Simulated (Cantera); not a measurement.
Ammonia decomposition in nitride growth gas

A perfectly stirred reactor is fed with 80.6 % NH3, 19.4 % H2, at 130000 Pa; it is held at 2275 K, and followed from long to short residence time.

Model: the gas-phase N/H chemistry of the illustrative SiF4/NH3 mechanism in the Surface Chemkin manual (1991), integrated in Cantera. Walls and surfaces, which speed up NH3 decomposition in real reactors, are not modelled.

```csv
τ (s),x NH3,x H2,x N2H4,x NH2,x N2H2
0.80,0.00209,0.770,2.28e-10,5.17e-5,1.34e-8
0.37,0.00356,0.769,5.55e-10,8.07e-5,3.04e-8
0.18,0.00651,0.768,1.38e-9,0.000127,6.73e-8
0.083,0.0139,0.763,4.00e-9,0.000216,1.61e-7
0.039,0.0300,0.752,1.13e-8,0.000363,3.72e-7
0.018,0.0632,0.729,3.09e-8,0.000601,8.46e-7
0.0086,0.122,0.687,7.53e-8,0.000939,1.77e-6
0.0040,0.222,0.615,1.71e-7,0.00141,3.57e-6
0.0019,0.356,0.517,3.29e-7,0.00196,6.42e-6
```
x: mole fraction; the columns are a selection and need not sum to one.
